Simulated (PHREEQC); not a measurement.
Consider water at 25 °C with 0.011 mol/kgw LiNO3. Closed to the air; pH follows from the charge balance.

Model: ion-association model, phreeqc.dat, run in PHREEQC.

Precipitation was switched off in this run.

Q: What specific conductance does the model give?

A: specific conductance 1120 µS/cm.
